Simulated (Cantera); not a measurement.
A perfectly stirred reactor is fed with 5.94 % C3H8, 19.8 % O2, 74.3 % N2, at 100000 Pa; it is adiabatic with a 475 K inlet, and is followed from long to short residence time, starting on the burning branch (τ in s: 0.09, 0.029, 0.0094, 0.003, 0.00098, 0.00032, 0.0001, 3.3e-05, 1.1e-05, 3.4e-06).

Detailed kinetics in Cantera: GRI-Mech 3.0 (53 species, 325 reactions). GRI-Mech 3.0 was tuned for natural gas; its chemistry of propane as a main component is partial and can be far from experiment.

One state of this run: T (K) = 2055; x C3H8 = 7.24e-6; x O2 = 0.000864; x N2O = 8.33e-8; x HCN = 0.000162; x C2H = 8.94e-7; x CH2O = 1.38e-5; x HO2 = 2.68e-7. x: mole fraction; the columns are a selection and need not sum to one.

Task: Which value of τ (s) does it belong to?
(A) 3.3e-5
(B) 0.0094
(C) 0.0030
(D) 0.00010

Result: C, 0.0030
